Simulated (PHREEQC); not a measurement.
A solution holds 6 mmol/kgw HF, 1.5 mmol/kgw KF and 1.4 mmol/kgw (NH4)2SiF6, at 25 °C. Closed to the air; pH follows from the charge balance.

The numbers come from PHREEQC with the ion-association model, wateq4f.dat.

Precipitation was switched off in this run.

Task: What pH, ionic strength does the model give?

Result: pH 2.92; ionic strength 0.00700 mol/kgw.

Task: In which forms is F present?

Result: SiF6-2 53 %, HF 29 %, F- 17 %, H2F2 0.7 %, HF2- 0.6 % of the F.

Complexes and solids missing from the database can't appear. SiF6-2 is the database's only silicon fluoride.
